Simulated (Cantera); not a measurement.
A closed system holds: 1 mol (CH3)2SiCl2, 0.034 mol C3H8, 2.4 mol H2, equilibrated at 1.33 mbar.

These are equilibrium values from Cantera (NASA tables, ideal gas, pure condensed phases), not measurements of a reactor. Candidate condensed phases: C, C6H6, C7H8, C8H18, Si, SiC; 109 gas species. The feed counts by its element totals alone. The tables' values for SiCl, SiCl3 are old estimates; treat these amounts as uncertain. The numbers say what is thermodynamically allowed, not how fast it happens.

log p: log10 of the partial pressure in bar; n: condensed amount in mol.

```tsv
T (K)	log p H2	log p HCl	log p H	log p SiCl2	log p Cl	log p Si	n C(graphite)	n SiC(s)
1425	-3.03	-3.40	-6.68	-5.55	…	-11.06	1.12	0.985
1475	-3.03	-3.40	-6.40	-5.45	…	-10.42	1.12	0.982
1525	-3.03	-3.40	-6.14	-5.35	…	-9.82	1.12	0.977
1575	-3.03	-3.40	-5.90	-5.26	…	-9.26	1.13	0.972
1625	-3.03	-3.41	-5.67	-5.18	…	-8.73	1.13	0.967
1675	-3.03	-3.41	-5.45	-5.10	…	-8.23	1.14	0.961
1725	-3.03	-3.41	-5.25	-5.03	…	-7.77	1.15	0.954
1775	-3.03	-3.42	-5.05	-4.97	…	-7.33	1.15	0.946
1825	-3.03	-3.42	-4.87	-4.91	…	-6.91	1.16	0.938
1875	-3.03	-3.43	-4.70	-4.86	…	-6.52	1.17	0.928
```

Q: Some entries are withheld; supply them.

A: 
- 1425, log p Cl: -7.13
- 1475, log p Cl: -6.86
- 1525, log p Cl: -6.61
- 1575, log p Cl: -6.37
- 1625, log p Cl: -6.15
- 1675, log p Cl: -5.94
- 1725, log p Cl: -5.74
- 1775, log p Cl: -5.56
- 1825, log p Cl: -5.38
- 1875, log p Cl: -5.22
